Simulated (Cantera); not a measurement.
A perfectly stirred reactor is fed with CH4 : C2H6 : C3H8 : O2 : N2 = 1 : 0.039 : 1.4 : 20.3 : 76.3 (molar parts), equivalence ratio 0.45, at 1.50 bar; it is adiabatic with a 775 K inlet, and is followed from long to short residence time, starting on the burning branch (τ in s: 0.3, 0.087, 0.025, 0.0072, 0.0021, 0.0006, 0.00017, 4.9e-05, 1.4e-05, 4.1e-06).

Model: GRI-Mech 3.0 (53 species, 325 reactions), integrated in Cantera. GRI-Mech 3.0 was tuned for natural gas; its chemistry of propane as a main component is partial and can be far from experiment.

Q: Predict: blow-out, bracketed by the residence times tried; x(CH4) at τ = 0.300 s; x(C2H6) at τ = 0.300 s; x(C3H8) at τ = 0.300 s; x(OH) at τ = 0.300 s; x(CH4) at τ = 0.600 ms; x(C2H6) at τ = 0.600 ms; x(C3H8) at τ = 0.600 ms; x(OH) at τ = 0.600 ms; x(C2H) at τ = 0.600 ms.

A: 
```
Quantity                                                                       Result
------------------------------------------------  -----------------------------------
blow-out, bracketed by the residence times tried  burning at 0.170 ms, out at 49.0 µs
x(CH4) at τ = 0.300 s                                                         8.09e-7
x(C2H6) at τ = 0.300 s                                                        6.23e-9
x(C3H8) at τ = 0.300 s                                                        1.97e-7
x(OH) at τ = 0.300 s                                                         0.000670
x(CH4) at τ = 0.600 ms                                                        4.99e-5
x(C2H6) at τ = 0.600 ms                                                       5.01e-7
x(C3H8) at τ = 0.600 ms                                                       1.66e-5
x(OH) at τ = 0.600 ms                                                         0.00313
x(C2H) at τ = 0.600 ms                                                        6.85e-9
```
